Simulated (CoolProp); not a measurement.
Vapour-liquid equilibrium of benzene (1) + m-xylene (2) at 63.05 °C; x and y are mole fractions of (1).

Values from CoolProp's multi-fluid Helmholtz-energy mixture model, Thol 2012 and Zhou 2012; pair parameters Bell 2016.

### Question
Give the bubble pressure and the first vapour's composition at x = 0.45, 0.85, 0.95. Is there an azeotrope?

### Answer
x = 0.45: 0.03026 MPa, y = 0.859; x = 0.85: 0.05043 MPa, y = 0.976; x = 0.95: 0.05556 MPa, y = 0.993. No azeotrope shows between x = 0.05 and 0.95.

Pair parameters are fitted to limited data, so mixtures are less certain than the pure fluids. The gap from Raoult's law changes sign with composition, which may be real or a fault of the pair parameters; it wasn't checked against measurements.
